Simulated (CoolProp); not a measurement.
Carbon dioxide at 227 K and 0.142 MPa flows at 0.36 m/s in a round tube of 1 mm bore and 1.5 µm roughness, fully developed (64/Re and Nu = 3.66 if laminar; Colebrook and Gnielinski if turbulent). Each further row changes one setting.

Computed with CoolProp (reference Helmholtz-energy equation of state, Span 1996).

```csv
case,Reynolds number,Darcy friction factor,pressure drop (Pa/m),heat-transfer coefficient (W/(m² K)),mass flow (kg/h)
as stated,106,[?],132,42.0,0.00343
velocity 0.72 m/s,212,0.302,[?],42.0,[?]
diameter 2 mm,212,0.302,33.0,21.0,[?]
```

**Question.** Fill in the missing entries.

**Answer.** 
- as stated, Darcy friction factor: 0.604
- velocity 0.72 m/s, pressure drop (Pa/m): 264
- velocity 0.72 m/s, mass flow (kg/h): 0.00686
- diameter 2 mm, mass flow (kg/h): 0.0137

Viscosity comes from a separate model (Laesecke 2017). Thermal conductivity comes from a separate model (Huber 2016).
